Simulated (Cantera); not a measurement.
Ammonia decomposition in nitride growth gas

A perfectly stirred reactor is fed with NH3 : H2 = 1 : 5.4 (molar parts), at 100.0 Torr; it is held at 1600 K, and followed from long to short residence time.

Cantera simulation using the gas-phase N/H chemistry of the illustrative SiF4/NH3 mechanism in the Surface Chemkin manual (1991); the numbers are that mechanism's predictions, not measurements. Walls and surfaces, which speed up NH3 decomposition in real reactors, are not modelled.

| τ (s) | x NH3 | x H2 | x N2H2 | x NH2 | x NH |
|---|---|---|---|---|---|
| 11 | 0.135 | 0.856 | 4.70e-8 | 3.03e-5 | 2.11e-7 |
| 3.6 | 0.148 | 0.848 | 5.36e-8 | 3.24e-5 | 2.19e-7 |
| 1.2 | 0.154 | 0.845 | 5.49e-8 | 3.28e-5 | 2.18e-7 |
| 0.39 | 0.155 | 0.844 | 5.14e-8 | 3.19e-5 | 2.03e-7 |
| 0.13 | 0.156 | 0.844 | 3.98e-8 | 2.83e-5 | 1.60e-7 |
| 0.041 | 0.156 | 0.844 | 1.62e-8 | 1.87e-5 | 6.98e-8 |
| 0.013 | 0.156 | 0.844 | 2.23e-9 | 7.34e-6 | 1.08e-8 |
| 0.0044 | 0.156 | 0.844 | 2.50e-10 | 2.53e-6 | 1.28e-9 |
x: mole fraction; the columns are a selection and need not sum to one.
